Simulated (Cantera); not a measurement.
Feed: 1 mol Cu, 0.74 mol H₂O, 37 mol CO, at 0.133 bar.

Method: chemical equilibrium by Gibbs-energy minimisation in Cantera with the NASA 1993 tables (ideal gas, pure condensed phases). Candidate condensed phases: C, C₆H₆, C₇H₈, C₈H₁₈, Cu, CuO, Cu(OH)₂, Cu₂O, H₂O; 113 gas species. Equilibrium is a limit: real reactors are often held back by kinetics, nucleation or transport.

What share of the Cu ends up in condensed phases as a function of T (K), at 1048, 1198, 1348, 1498, 1648, 1798, 1948?


```tsv
T (K)	Cu condensed (%)	as
1048	100.0	Cu(s)
1198	100.0	Cu(s)
1348	100.0	Cu(s)
1498	99.8	Cu(l)
1648	97.8	Cu(l)
1798	84.9	Cu(l)
1948	23.8	Cu(l)
```
